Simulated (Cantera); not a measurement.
Charge: 1 mol SiCl4, 1.7 mol Cl2, 14 mol H2, equilibrated at 402 °C and 1.70 bar.

Equilibrium computed with Cantera from the NASA thermochemical tables; the gas is ideal and each condensed phase is pure. Candidate condensed phases: Si; 19 gas species. The numbers say what is thermodynamically allowed, not how fast it happens.

Base state: H2 0.736, HCl 0.204, SiCl4 0.0599, SiHCl3 2.84e-5 (mole fractions); condensed: gas only.

Question: What changes in the equilibrium state with this change: temperature from 402 °C to 900 °C?

Answer: 
| species | before | after |
|---|---|---|
| H2 | 0.736 | 0.731 |
| HCl | 0.204 | 0.209 |
| SiCl4 | 0.0599 | 0.0548 |
| SiCl3 | <1e-9 | 0.000463 |
| SiH2Cl2 | <1e-9 | 4.69e-5 |
| SiCl2 | <1e-9 | 3.86e-5 |
| SiHCl3 | 2.84e-5 | 0.00448 |
The tables' values for SiCl3 are old estimates; treat these amounts as uncertain.

Question: What changes in the equilibrium state with this change: Cl2 from 1.7 to 0.97 mol?

Answer: 
| species | before | after |
|---|---|---|
| H2 | 0.736 | 0.816 |
| HCl | 0.204 | 0.122 |
| SiCl4 | 0.0599 | 0.0626 |
| SiHCl3 | 2.84e-5 | 5.51e-5 |
